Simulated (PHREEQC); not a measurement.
Consider water at 57 °C with 0.0065 mol/kgw Cu(NO3)2 and 0.11 mol/kgw FeCl3. Closed to the air; pH follows from the charge balance.

Computed with PHREEQC (ion-association model, wateq4f.dat).

```
quantity                  before  after
------------------------  ------  -----
pH                          1.71   1.72
ionic strength (mol/kgw)   0.429  0.565
Cl- (mol/kgw)              0.250  0.230
```

Which change was made?
A) FeCl3 replaced by MnCl2 at the same molality
B) temperature from 57 to 85 °C
C) Cu(NO3)2 from 0.0065 to 0.065 mol/kgw
D) diluted 2-fold with water
E) Cu(NO3)2 replaced by AgNO3 at the same molality

C, Cu(NO3)2 from 0.0065 to 0.065 mol/kgw

Precipitation was switched off in this run. Some of these states are supersaturated (in Hematite (slow to form), Goethite (slow to form), for instance). Constants without temperature data keep their 25 °C values here.
